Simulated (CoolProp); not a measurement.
Ethylene at 335.02 K and 0.528 MPa is throttled through a valve to 0.253 MPa with no heat exchange. Each further row changes one setting.

Values from CoolProp's reference Helmholtz-energy equation of state, Smukala 2000.

| case | temperature change (K) | final density (kg/m³) |
|---|---|---|
| as stated | [?] | 2.59 |
| outlet pressure 0.0759 MPa | [?] | 0.775 |
| outlet pressure 0.329 MPa | [?] | [?] |

Problem. Fill in the missing entries.

Solution. 
- as stated, temperature change (K): -2.1
- outlet pressure 0.0759 MPa, temperature change (K): -3.5
- outlet pressure 0.329 MPa, temperature change (K): -1.5
- outlet pressure 0.329 MPa, final density (kg/m³): 3.37
